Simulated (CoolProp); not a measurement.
Computed with CoolProp (reference Helmholtz-energy equation of state, Span 2003). It is a short technical equation, of lower accuracy than the large ones.

Question: For n-heptane, give the phase and the Z, cp (kJ/(kg K)) at 600 K and 4.95 bar; 600 K and 39.6 bar.

Answer: 
- 600 K and 4.95 bar: gas; Z 0.956, cp 2.90
- 600 K and 39.6 bar: supercritical; Z 0.563, cp 3.85
